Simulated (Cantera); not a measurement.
An adiabatic, constant-pressure homogeneous reactor starts with H2 : O2 : N2 = 1 : 0.98 : 10.8 (molar parts), equivalence ratio 0.51, at 1500 K and 1.01 bar.

Cantera simulation using the H2/O2 subset of GRI-Mech 3.0, which has no nitrogen chemistry; the numbers are that mechanism's predictions, not measurements.

Task: Predict: time of steepest temperature rise; temperature at 2.00 s; equilibrium temperature; x(H2) at 2.00 s; x(O2) at 2.00 s; x(H) at 2.00 s; x(HO2) at 2.00 s; x(H2O) at 2.00 s; x(H2O2) at 2.00 s; x(OH) at 2.00 s.

Result: 
```
Property                                                              Result
---------------------------------  -----------------------------------------
time of steepest temperature rise                                    32.0 µs
temperature at 2.00 s                                                 2045 K
equilibrium temperature                                               2045 K
x(H2) at 2.00 s                    0.000165 (gas-phase equilibrium 0.000165)
x(O2) at 2.00 s                        0.0387 (gas-phase equilibrium 0.0387)
x(H) at 2.00 s                       2.83e-5 (gas-phase equilibrium 2.83e-5)
x(HO2) at 2.00 s                     8.58e-7 (gas-phase equilibrium 8.58e-7)
x(H2O) at 2.00 s                       0.0805 (gas-phase equilibrium 0.0805)
x(H2O2) at 2.00 s                    3.43e-8 (gas-phase equilibrium 3.43e-8)
x(OH) at 2.00 s                      0.00149 (gas-phase equilibrium 0.00149)
```
